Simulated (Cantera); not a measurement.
Charge: 1 mol Fe3O4, 4.9 mol CH4, a varied amount of N2, held at 2302 °C and 260 Pa.

Equilibrium computed with Cantera from the NASA thermochemical tables; the gas is ideal and each condensed phase is pure. Candidate condensed phases: C, C6H6, C7H8, C8H18, Fe, Fe(CO)5, FeO, Fe(OH)2, Fe(OH)3, Fe2O3, Fe3O4, H2O; 140 gas species. Rates play no part.

Which condensed phases are stable at each of these points (n(N2) (mol)): 1.9, 2.7, 3.8, 5.2, 7.3, 10, 14, 20?


```json
[
 {"n(N2) (mol)": "1.9", "condensed phases": "C(graphite)", "Fe condensed (%)": "0.0"},
 {"n(N2) (mol)": "2.7", "condensed phases": "C(graphite)", "Fe condensed (%)": "0.0"},
 {"n(N2) (mol)": "3.8", "condensed phases": "C(graphite)", "Fe condensed (%)": "0.0"},
 {"n(N2) (mol)": "5.2", "condensed phases": "C(graphite)", "Fe condensed (%)": "0.0"},
 {"n(N2) (mol)": "7.3", "condensed phases": "C(graphite)", "Fe condensed (%)": "0.0"},
 {"n(N2) (mol)": "10", "condensed phases": "gas only", "Fe condensed (%)": "0.0"},
 {"n(N2) (mol)": "14", "condensed phases": "gas only", "Fe condensed (%)": "0.0"},
 {"n(N2) (mol)": "20", "condensed phases": "gas only", "Fe condensed (%)": "0.0"}
]
```

From 1.9 mol N2 to 7.3 mol N2 the condensed part is C(graphite). From 10 mol N2 to 20 mol N2 nothing is condensed.
